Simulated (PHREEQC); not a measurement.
Solution (25 °C): 0.0017 mol/kgw NH4HF2 and 0.12 mol/kgw H3BO3. Closed to the air; pH follows from the charge balance.

Model: ion-association model, wateq4f.dat, run in PHREEQC.

Precipitation was switched off in this run.

Problem. Order these F species by the share of F that they hold, largest first: BF2(OH)2-, BF4-, F-, BF3OH-, HF.

Solution. BF2(OH)2- (43 %), F- (26 %), BF3OH- (12 %), BF4- (10 %), HF (7.1 %)

The pH is 3.72 and the ionic strength 0.00190 mol/kgw. Real BF4- forms and hydrolyses slowly; the run takes it at equilibrium.
